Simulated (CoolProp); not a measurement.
Saturation properties of carbonyl sulfide.

The numbers come from the reference Helmholtz-energy equation of state, Lemmon 2006 in CoolProp. It is a short technical equation, of lower accuracy than the large ones.

```json
[
 {"T (K)": "236.4", "p (MPa)": "0.1814", "liquid density (kg/m³)": "___", "enthalpy of vaporisation (kJ/kg)": "299.6", "surface tension (mN/m)": "___"},
 {"T (K)": "242.6", "p (MPa)": "0.2317", "liquid density (kg/m³)": "1131", "enthalpy of vaporisation (kJ/kg)": "295.1", "surface tension (mN/m)": "17.2"},
 {"T (K)": "248.8", "p (MPa)": "0.2922", "liquid density (kg/m³)": "1117", "enthalpy of vaporisation (kJ/kg)": "290.5", "surface tension (mN/m)": "16.1"},
 {"T (K)": "255.1", "p (MPa)": "0.3651", "liquid density (kg/m³)": "___", "enthalpy of vaporisation (kJ/kg)": "285.6", "surface tension (mN/m)": "15.0"},
 {"T (K)": "261.3", "p (MPa)": "0.4495", "liquid density (kg/m³)": "1088", "enthalpy of vaporisation (kJ/kg)": "280.5", "surface tension (mN/m)": "___"},
 {"T (K)": "267.6", "p (MPa)": "0.5494", "liquid density (kg/m³)": "1072", "enthalpy of vaporisation (kJ/kg)": "___", "surface tension (mN/m)": "12.9"},
 {"T (K)": "273.8", "p (MPa)": "0.6630", "liquid density (kg/m³)": "1057", "enthalpy of vaporisation (kJ/kg)": "269.7", "surface tension (mN/m)": "11.9"},
 {"T (K)": "280", "p (MPa)": "0.7930", "liquid density (kg/m³)": "1040", "enthalpy of vaporisation (kJ/kg)": "263.9", "surface tension (mN/m)": "10.9"},
 {"T (K)": "286.3", "p (MPa)": "0.9434", "liquid density (kg/m³)": "1024", "enthalpy of vaporisation (kJ/kg)": "257.7", "surface tension (mN/m)": "9.97"},
 {"T (K)": "292.5", "p (MPa)": "___", "liquid density (kg/m³)": "1006", "enthalpy of vaporisation (kJ/kg)": "___", "surface tension (mN/m)": "9.04"},
 {"T (K)": "298.8", "p (MPa)": "___", "liquid density (kg/m³)": "988.4", "enthalpy of vaporisation (kJ/kg)": "244.4", "surface tension (mN/m)": "8.12"},
 {"T (K)": "305", "p (MPa)": "1.513", "liquid density (kg/m³)": "969.9", "enthalpy of vaporisation (kJ/kg)": "237.1", "surface tension (mN/m)": "7.25"},
 {"T (K)": "311.3", "p (MPa)": "1.751", "liquid density (kg/m³)": "950.1", "enthalpy of vaporisation (kJ/kg)": "229.3", "surface tension (mN/m)": "6.40"},
 {"T (K)": "317.5", "p (MPa)": "2.011", "liquid density (kg/m³)": "929.8", "enthalpy of vaporisation (kJ/kg)": "221.1", "surface tension (mN/m)": "5.58"},
 {"T (K)": "323.7", "p (MPa)": "2.298", "liquid density (kg/m³)": "908.3", "enthalpy of vaporisation (kJ/kg)": "212.2", "surface tension (mN/m)": "4.81"}
]
```

Some entries are withheld; supply them.


- 236.4, liquid density (kg/m³): 1145
- 236.4, surface tension (mN/m): 18.3
- 255.1, liquid density (kg/m³): 1102
- 261.3, surface tension (mN/m): 14.0
- 267.6, enthalpy of vaporisation (kJ/kg): 275.2
- 292.5, p (MPa): 1.111
- 292.5, enthalpy of vaporisation (kJ/kg): 251.3
- 298.8, p (MPa): 1.302

It boils at 223.0 K under 1 atm.

Surface tension comes from a separate correlation (Mulero 2012).
